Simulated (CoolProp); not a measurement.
R113 along the isotherm 500 K: fugacity coefficient from the reference equation and from simpler models built on Tc = 487.2 K, pc = 3.392 MPa, ω = 0.253; each cubic takes its own stable root.

Model: reference Helmholtz-energy equation of state, Marx 1992, in CoolProp.

```csv
p (MPa),phase,reference
0.848,gas,0.9238
1.7,gas,0.8489
2.54,gas,0.7755
3.39,gas,0.6997
4.24,supercritical,0.6149
5.09,supercritical,0.5377
5.94,supercritical,0.4811
6.78,supercritical,0.4388
7.63,supercritical,0.4056
8.48,supercritical,0.3792
```

Problem. How far does each simpler model (van der Waals, Peng-Robinson) lie from the reference over these 10 states: mean and median of the absolute difference, and the worst?

Solution. 
- van der Waals: mean 4.6 %, median 3.5 %, worst +10.3 % at 500 K and 8.48 MPa
- Peng-Robinson: mean 2.4 %, median 2.4 %, worst -3.3 % at 500 K and 4.24 MPa
